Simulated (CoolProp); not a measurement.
Model: reference Helmholtz-energy equation of state, Guder 2009, in CoolProp.

Q: Give the vapour pressure (MPa), vapour density (kg/m³), surface tension (mN/m), vapour viscosity (µPa s) of saturated sulfur hexafluoride at 261.2 K.

A: 
| T (K) | p (MPa) | vapour density (kg/m³) | surface tension (mN/m) | vapour viscosity (µPa s) |
|---|---|---|---|---|
| 261.2 | 0.886 | 72.8 | 6.08 | 14.1 |

Viscosity comes from a separate model (Quiñones-Cisneros 2012). Surface tension comes from a separate correlation (Mulero 2012).
